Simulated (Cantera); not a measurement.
A perfectly stirred reactor is fed with CH4 : CO : O2 : N2 = 1 : 0.14 : 3.7 : 13.9 (molar parts), equivalence ratio 0.56, at 1.78 atm; it is adiabatic with a 500 K inlet, and is followed from long to short residence time, starting on the burning branch (τ in s: 0.16, 0.072, 0.031, 0.014, 0.0059, 0.0026, 0.0011, 0.00049, 0.00021, 9.3e-05, 4.1e-05).

Computed with Cantera and GRI-Mech 3.0 (53 species, 325 reactions).

### Question
What does this change do: pressure from 1.78 atm to 11.8 atm?

### Answer
```tsv
quantity	before	after
blow-out, bracketed by the residence times tried	burning at 0.210 ms, out at 93.0 µs	burning at 0.490 ms, out at 0.210 ms
x(CH4) at τ = 0.160 s	6.59e-6	2.88e-6
x(CO) at τ = 0.160 s	0.000162	4.68e-5
x(O2) at τ = 0.160 s	0.0872	0.0873
x(HO2) at τ = 0.160 s	1.16e-6	1.20e-6
x(NO) at τ = 0.160 s	1.30e-5	1.44e-5
x(CH4) at τ = 2.60 ms	9.84e-5	7.70e-5
x(CO) at τ = 2.60 ms	0.00261	0.00117
x(O2) at τ = 2.60 ms	0.0880	0.0879
x(HO2) at τ = 2.60 ms	1.21e-5	9.63e-6
x(NO) at τ = 2.60 ms	6.48e-6	3.36e-6
```
The pressure lies above the range GRI-Mech 3.0 was tuned for (to about 10 atm).
